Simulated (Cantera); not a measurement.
A closed system holds: 1 mol SiC, 0.002 mol O₂, 4.8 mol H₂, at 9.20 Pa.

These are equilibrium values from Cantera (NASA tables, ideal gas, pure condensed phases), not measurements of a reactor. Candidate condensed phases: C, C₆H₆, C₇H₈, C₈H₁₈, H₂O, Si, SiC, SiO₂; 123 gas species. The numbers say what is thermodynamically allowed, not how fast it happens.

Q: Which condensed phases are stable at each of these points (T (K)): 1375, 1475, 1575, 1675, 1775, 1875, 1975?

A: 
```csv
T (K),condensed phases,Si condensed (%)
1375,SiC(s),99.8
1475,SiC(s),99.8
1575,SiC(s),99.8
1675,SiC(s),99.7
1775,SiC(s),99.6
1875,C(graphite) + SiC(s),98.3
1975,C(graphite) + SiC(s),89.9
```

From 1375 K to 1775 K the condensed part is SiC(s). From 1875 K to 1975 K the condensed part is C(graphite) + SiC(s).
